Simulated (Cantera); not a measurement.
## Equilibrium for silicon etching in halogen gases: Si + HBr + H2

Charge: 1 mol Si, 17 mol HBr, 19 mol H2, held at 0.000110 bar.

Method: chemical equilibrium by Gibbs-energy minimisation in Cantera with the NASA 1993 tables (ideal gas, pure condensed phases). Candidate condensed phases: Br2, Si; 19 gas species. The tables' values for SiBr3, SiBr are old estimates; treat these amounts as uncertain. Equilibrium is a limit: real reactors are often held back by kinetics, nucleation or transport.

| T (K) | x H2 | x HBr | x Br | x SiBr4 | x SiBr2 | x H | x SiBr3 | x SiBr |
|---|---|---|---|---|---|---|---|---|
| 925 | 0.599 | 0.372 | 4.01e-5 | 0.0281 | 0.000209 | 1.92e-8 | 0.000113 | 2.16e-12 |
| 975 | 0.598 | 0.374 | 0.000111 | 0.0268 | 0.00127 | 8.43e-8 | 0.000336 | 6.85e-11 |
| 1025 | 0.591 | 0.381 | 0.000284 | 0.0221 | 0.00534 | 3.19e-7 | 0.000761 | 1.27e-9 |
| 1075 | 0.578 | 0.394 | 0.000682 | 0.0134 | 0.0135 | 1.06e-6 | 0.00112 | 1.19e-8 |
| 1125 | 0.566 | 0.405 | 0.00151 | 0.00570 | 0.0211 | 3.19e-6 | 0.00107 | 6.19e-8 |
| 1175 | 0.560 | 0.409 | 0.00308 | 0.00198 | 0.0250 | 8.75e-6 | 0.000796 | 2.24e-7 |
| 1225 | 0.558 | 0.408 | 0.00582 | 0.000662 | 0.0265 | 2.22e-5 | 0.000542 | 6.75e-7 |
| 1275 | 0.558 | 0.403 | 0.0104 | 0.000229 | 0.0270 | 5.25e-5 | 0.000364 | 1.82e-6 |
| 1325 | 0.560 | 0.395 | 0.0175 | 8.29e-5 | 0.0272 | 0.000117 | 0.000246 | 4.53e-6 |
| 1375 | 0.562 | 0.383 | 0.0281 | 3.13e-5 | 0.0272 | 0.000245 | 0.000168 | 1.07e-5 |
| 1425 | 0.565 | 0.365 | 0.0428 | 1.22e-5 | 0.0270 | 0.000489 | 0.000115 | 2.39e-5 |
| 1475 | 0.569 | 0.342 | 0.0620 | 4.81e-6 | 0.0268 | 0.000933 | 7.90e-5 | 5.18e-5 |
| 1525 | 0.573 | 0.313 | 0.0854 | 1.91e-6 | 0.0264 | 0.00171 | 5.39e-5 | 0.000109 |
| 1575 | 0.578 | 0.281 | 0.112 | 7.57e-7 | 0.0259 | 0.00301 | 3.64e-5 | 0.000223 |
x: gas mole fraction; nothing condenses.

From 925 K to 1575 K nothing is condensed. The main Si-bearing gas is SiBr4 at 925 K and SiBr2 at 1575 K.
